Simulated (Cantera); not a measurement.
A perfectly stirred reactor is fed with 7.71 % H₂, 86.6 % O₂, 5.71 % N₂, equivalence ratio 0.044, at 17.3 Torr; it is held at 1173 K, and followed from long to short residence time.

Detailed kinetics in Cantera: GRI-Mech 3.0 (53 species, 325 reactions). Radical loss at walls, strong at low pressure, is not modelled. The temperature is held fixed by assumption; the heat of reaction is taken as removed at once.

### Question
Predict: x(H₂) at τ = 8.20 s; x(O₂) at τ = 8.20 s; x(H) at τ = 8.20 s; x(OH) at τ = 8.20 s; x(HO₂) at τ = 8.20 s; x(H₂) at τ = 15.0 ms; x(O₂) at τ = 15.0 ms; x(H) at τ = 15.0 ms; x(OH) at τ = 15.0 ms; x(HO₂) at τ = 15.0 ms.

### Answer
| Item | Value |
|---|---|
| x(H₂) at τ = 8.20 s | 5.50e-5 |
| x(O₂) at τ = 8.20 s | 0.860 |
| x(H) at τ = 8.20 s | 1.38e-5 |
| x(OH) at τ = 8.20 s | 0.000434 |
| x(HO₂) at τ = 8.20 s | 1.16e-6 |
| x(H₂) at τ = 15.0 ms | 0.00238 |
| x(O₂) at τ = 15.0 ms | 0.842 |
| x(H) at τ = 15.0 ms | 0.00510 |
| x(OH) at τ = 15.0 ms | 0.00342 |
| x(HO₂) at τ = 15.0 ms | 7.92e-6 |
